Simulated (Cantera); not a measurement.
An isothermal, constant-pressure homogeneous reactor starts with CH₄ : H₂ : N₂ : H₂O = 0.011 : 1 : 0.00017 : 0.003 (molar parts), at 1598 K and 26000 Pa.

Model: GRI-Mech 3.0 (53 species, 325 reactions), integrated in Cantera. GRI-Mech 3.0 stops at C3 and has no aromatics, soot or wall deposition, so with more carbon than oxygen in the feed, carbon stays in small species such as C2H2 where larger ones or solid carbon would form.

Task: Predict: x(CH₄) at 30.0 s; x(H₂) at 30.0 s; x(C₂H₂) at 30.0 s; x(C₂H₄) at 30.0 s; x(C₂H) at 30.0 s.

Result: 
- x(CH₄) at 30.0 s: 0.00445 (gas-phase equilibrium 0.00357)
- x(H₂) at 30.0 s: 0.989 (gas-phase equilibrium 0.991)
- x(C₂H₂) at 30.0 s: 0.00295 (gas-phase equilibrium 0.00196)
- x(C₂H₄) at 30.0 s: 8.54e-5 (gas-phase equilibrium 5.68e-5)
- x(C₂H) at 30.0 s: 1.04e-9 (gas-phase equilibrium 6.87e-10)
